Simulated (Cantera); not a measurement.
Input: 1 mol Cu₂O, 0.45 mol CH₄, 0.042 mol CO, held at 1975 °C and 0.780 bar.

These are equilibrium values from Cantera (NASA tables, ideal gas, pure condensed phases), not measurements of a reactor. Candidate condensed phases: C, C₆H₆, C₇H₈, C₈H₁₈, Cu, CuO, Cu(OH)₂, Cu₂O, H₂O; 113 gas species. Rates play no part.

Task: What is the equilibrium state?

Result: 
```json
{
  "x(H₂O)": "0.320",
  "x(H₂)": "0.294",
  "x(CO)": "0.281",
  "x(CO₂)": "0.0562",
  "x(Cu)": "0.0425",
  "x(H)": "0.00451",
  "x(OH)": "0.000735",
  "x(Cu₂)": "0.000368",
  "x(O)": "7.78e-6",
  "n(Cu(l))": "1.94 mol",
  "gas_amount": "1.458 mol",
  "log10 activity of C(graphite) (absent)": "-5.01"
}
```
